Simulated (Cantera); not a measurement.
Charge: 1 mol V, 0.075 mol H2O, 48 mol H2, held at 240 Torr.

Method: chemical equilibrium by Gibbs-energy minimisation in Cantera with the NASA 1993 tables (ideal gas, pure condensed phases). Candidate condensed phases: H2O, V, VO, V2O3, V2O4, V2O5; 12 gas species. Mutual solubility and eutectic melting of coexisting phases are not modelled. VO: taken at fixed stoichiometry. Condensed phases not in the tables: N, O or C dissolved in the metal. The numbers say what is thermodynamically allowed, not how fast it happens.

### Question
At 2125 K, list the 5 most abundant gas species with their mole fractions, and the condensed phases.

### Answer
H2 0.993, H 0.00640, H2O 0.000532, V 4.25e-5, VO 3.39e-5. Condensed: V(s) + VO(l).
